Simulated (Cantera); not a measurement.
Cantera run, input and output.

```python
import numpy as np
import cantera as ct

surf = ct.Interface("ptcombust.yaml", "Pt_surf")
gas = surf.adjacent["gas"]
gas.TPX = 300, 2200, {'H2': 0.037, 'O2': 0.12, 'N2': 0.79}
jet = ct.ImpingingJet(gas=gas, width=0.044, surface=surf)
jet.inlet.mdot, jet.inlet.T, jet.inlet.X = 0.021, 300, {'H2': 0.037, 'O2': 0.12, 'N2': 0.79}
jet.set_refine_criteria(ratio=10, slope=0.2, curve=0.3)
show, cover = ['H2', 'O2', 'H2O', 'OH'], ["PT(S)", "H(S)", "O(S)", "OH(S)", "CO(S)", "C(S)"]

rows = []
print(f"{'Ts/K':>7s}" + "".join(f"{s:>11s}" for s in show + cover) + "   (gas at the wall, coverages)")
for i, Ts in enumerate([600, 650, 700, 750, 800, 850, 900]):
    jet.surface.T = Ts
    if i == 0:
        surf.TP = Ts, 2200
        surf.coverages = "PT(S):0.5, O(S):0.5"
        surf.advance_coverages(1.0)
        jet.set_initial_guess(products="inlet")
    jet.solve(loglevel=0, auto=(i == 0))
    rows.append([*(jet.X[gas.species_index(s), -1] for s in show), *surf[cover].coverages])
    print(f"{Ts:7g}" + "".join(f"{x:11.3e}" for x in rows[-1]))
```

Result:

```
   Ts/K         H2         O2        H2O         OH      PT(S)       H(S)       O(S)      OH(S)      CO(S)       C(S)   (gas at the wall, coverages)
    600  5.394e-03  9.100e-02  6.485e-02  2.190e-12  9.735e-02  1.862e-09  8.978e-01  4.890e-03 -5.745e-17 -1.839e-25
    650  5.378e-03  9.113e-02  6.443e-02  2.816e-11  1.025e-01  3.109e-09  8.943e-01  3.275e-03  6.904e-16  9.653e-28
    700  5.238e-03  9.111e-02  6.430e-02  2.469e-10  1.104e-01  5.473e-09  8.872e-01  2.341e-03  3.124e-16  3.958e-25
    750  4.709e-03  9.067e-02  6.493e-02  1.555e-09  1.301e-01  1.087e-08  8.681e-01  1.831e-03  1.727e-17  2.865e-25
    800  3.835e-03  8.986e-02  6.625e-02  7.319e-09  1.702e-01  2.472e-08  8.283e-01  1.552e-03  5.763e-21  4.821e-26
    850  3.044e-03  8.912e-02  6.744e-02  2.754e-08  2.271e-01  5.656e-08  7.715e-01  1.354e-03  3.531e-19  1.117e-28
    900  2.476e-03  8.860e-02  6.826e-02  8.714e-08  2.942e-01  1.206e-07  7.046e-01  1.181e-03  7.460e-16  1.397e-25
```

Model: Deutschmann's 1995 Pt surface mechanism with GRI-Mech 3.0 gas chemistry, integrated in Cantera. Catalytic surfaces can have several steady states; this one follows from the mechanism file's or the stated starting coverage.
